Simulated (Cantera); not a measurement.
A perfectly stirred reactor is fed with H2 : O2 : N2 = 1 : 0.294 : 1.11 (molar parts), equivalence ratio 1.7, at 760 Torr; it is adiabatic with a 700 K inlet, and is followed from long to short residence time, starting on the burning branch (τ in s: 0.083, 0.032, 0.012, 0.0048, 0.0018, 0.00071, 0.00027, 0.00011, 4.1e-05).

Detailed kinetics in Cantera: the H2/O2 subset of GRI-Mech 3.0, which has no nitrogen chemistry.

Task: Predict: blow-out, bracketed by the residence times tried; x(H2) at τ = 83.0 ms; x(O2) at τ = 83.0 ms; x(OH) at τ = 83.0 ms; x(HO2) at τ = 83.0 ms; x(H) at τ = 83.0 ms; x(H2) at τ = 1.80 ms; x(O2) at τ = 1.80 ms; x(OH) at τ = 1.80 ms; x(HO2) at τ = 1.80 ms; x(H) at τ = 1.80 ms.

Result: 
```json
{
 "blow_out_bracketed_by_the_residence_times_tried": "burning at 41.0 µs, the shortest tried",
 "x(H2) at τ = 83.0 ms": "0.191",
 "x(O2) at τ = 83.0 ms": "5.87e-5",
 "x(OH) at τ = 83.0 ms": "0.00259",
 "x(HO2) at τ = 83.0 ms": "4.48e-8",
 "x(H) at τ = 83.0 ms": "0.00940",
 "x(H2) at τ = 1.80 ms": "0.183",
 "x(O2) at τ = 1.80 ms": "0.000533",
 "x(OH) at τ = 1.80 ms": "0.00626",
 "x(HO2) at τ = 1.80 ms": "3.77e-7",
 "x(H) at τ = 1.80 ms": "0.0268"
}
```
